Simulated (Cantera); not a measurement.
An adiabatic, constant-volume homogeneous reactor starts with C3H8 : O2 : N2 = 1 : 3.57 : 13.4 (molar parts), at 1448 K and 2.27 atm. Integrator tolerance rtol = 1e-08.

Computed with Cantera and GRI-Mech 3.0 (53 species, 325 reactions). GRI-Mech 3.0 was tuned for natural gas; its chemistry of propane as a main component is partial and can be far from experiment. Above 3000 K some thermodynamic fits are extrapolated.

### Question
What does this change do: C3H8 1 to 1.8 parts?

### Answer
| quantity | before | after |
|---|---|---|
| time of steepest temperature rise | 77.5 µs | 82.3 µs |
| temperature at 0.600 s | 3044 K | 2616 K |
| equilibrium temperature | 3044 K | 2616 K |
| x(C3H8) at 0.600 s | <1e-12 (gas-phase equilibrium <1e-12) | <1e-12 (gas-phase equilibrium <1e-12) |
| x(O2) at 0.600 s | 0.00355 (gas-phase equilibrium 0.00355) | 1.33e-6 (gas-phase equilibrium 1.33e-6) |
| x(HO2) at 0.600 s | 3.74e-6 (gas-phase equilibrium 3.74e-6) | 2.84e-9 (gas-phase equilibrium 2.84e-9) |
| x(CH3) at 0.600 s | 7.49e-12 (gas-phase equilibrium 9.02e-12) | 1.48e-9 (gas-phase equilibrium 1.65e-9) |
| x(H2) at 0.600 s | 0.0471 (gas-phase equilibrium 0.0471) | 0.214 (gas-phase equilibrium 0.214) |

### Question
What does this change do: N2 13.4 to 32 parts?

### Answer
```json
[
 {"quantity": "time of steepest temperature rise", "before": "77.5 µs", "after": "0.140 ms"},
 {"quantity": "temperature at 0.600 s", "before": "3044 K", "after": "2546 K"},
 {"quantity": "equilibrium temperature", "before": "3044 K", "after": "2546 K"},
 {"quantity": "x(C3H8) at 0.600 s", "before": "<1e-12 (gas-phase equilibrium <1e-12)", "after": "<1e-12 (gas-phase equilibrium <1e-12)"},
 {"quantity": "x(O2) at 0.600 s", "before": "0.00355 (gas-phase equilibrium 0.00355)", "after": "0.000138 (gas-phase equilibrium 0.000138)"},
 {"quantity": "x(HO2) at 0.600 s", "before": "3.74e-6 (gas-phase equilibrium 3.74e-6)", "after": "8.35e-8 (gas-phase equilibrium 8.35e-8)"},
 {"quantity": "x(CH3) at 0.600 s", "before": "7.49e-12 (gas-phase equilibrium 9.02e-12)", "after": "<1e-12 (gas-phase equilibrium <1e-12)"},
 {"quantity": "x(H2) at 0.600 s", "before": "0.0471 (gas-phase equilibrium 0.0471)", "after": "0.0234 (gas-phase equilibrium 0.0234)"}
]
```
